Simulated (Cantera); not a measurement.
Feed: 1 mol Nb2O5, 0.49 mol H2, equilibrated at 1600 K and 75.0 Torr.

Equilibrium computed with Cantera from the NASA thermochemical tables; the gas is ideal and each condensed phase is pure. Candidate condensed phases: H2O, Nb, NbO, NbO2, Nb2O5; 12 gas species. Mutual solubility and eutectic melting of coexisting phases are not modelled. Condensed phases not in the tables: the oxides between NbO2 and Nb2O5. Equilibrium is a limit: real reactors are often held back by kinetics, nucleation or transport.

Base state: H2 0.880, H2O 0.120, H 0.000161 (mole fractions); condensed: NbO2(s) + Nb2O5(s).

Question: What changes in the equilibrium state with this change: pressure from 75.0 Torr to 0.503 Torr?

Answer: 
```csv
species,before,after
H2,0.880,0.878
H2O,0.120,0.120
H,0.000161,0.00197
OH,8.63e-7,1.05e-5
"NbO2(s), mol",0.118,0.118
"Nb2O5(s), mol",0.941,0.941
```
